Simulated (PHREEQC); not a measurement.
Dissolve 1.3 mol/kgw KCl, 0.69 mol/kgw Na2SO4 and 3.1 mol/kgw KBr at 25 °C. Closed to the air; pH follows from the charge balance.

Model: Pitzer model, pitzer.dat, run in PHREEQC.

### Question
The ionic strength comes out as 6.47 mol/kgw. What activity coefficients do Cl-, Na+, SO4-2, K+, Br- get?

### Answer
Cl- 0.62, Na+ 0.77, SO4-2 0.014, K+ 0.57, Br- 0.67. Single-ion values are on the MacInnes scale.

This is a speciation only: nothing precipitates in the calculation. Examples of supersaturated solids here: Arcanite, Glaserite. Others may be too.
